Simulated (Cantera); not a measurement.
Transport properties of process gases

Gas mixture: C3H8 : CO2 : CH4 : CO = 0.73 : 0.27 : 0.093 : 0.99 (molar parts), at 1.01 bar, frozen composition.

Cantera's kinetic-theory transport with the Lennard-Jones parameters of GRI-Mech 3.0, ideal gas; thermal conductivity in the mixture-averaged form. The composition is frozen, though it would react at the higher temperatures.

| T (K) | ρ (kg/m³) | cp (J/kg/K) | μ (µPa s) | λ (mW/m/K) | Pr | D (cm²/s) O | D (cm²/s) N2 | D (cm²/s) H2 |
|---|---|---|---|---|---|---|---|---|
| 400 | 1.07 | 1537 | 15.9 | 31.1 | 0.786 | 0.406 | 0.263 | 1.01 |
| 650 | 0.660 | 2019 | 23.3 | 55.0 | 0.857 | 0.940 | 0.611 | 2.31 |
| 900 | 0.476 | 2369 | 29.6 | 78.0 | 0.899 | 1.63 | 1.06 | 3.97 |
| 1150 | 0.373 | 2608 | 35.1 | 99.5 | 0.919 | 2.46 | 1.60 | 5.97 |
| 1400 | 0.306 | 2782 | 40.0 | 120 | 0.931 | 3.41 | 2.22 | 8.28 |
| 1650 | 0.260 | 2917 | 44.7 | 138 | 0.941 | 4.48 | 2.92 | 10.9 |
| 1900 | 0.226 | 3020 | 49.0 | 156 | 0.949 | 5.66 | 3.70 | 13.7 |
| 2150 | 0.199 | 3098 | 53.2 | 173 | 0.954 | 6.95 | 4.54 | 16.8 |
| 2400 | 0.179 | 3155 | 57.1 | 188 | 0.957 | 8.34 | 5.45 | 20.2 |
D: mixture-averaged diffusion coefficient of that species in the mixture.
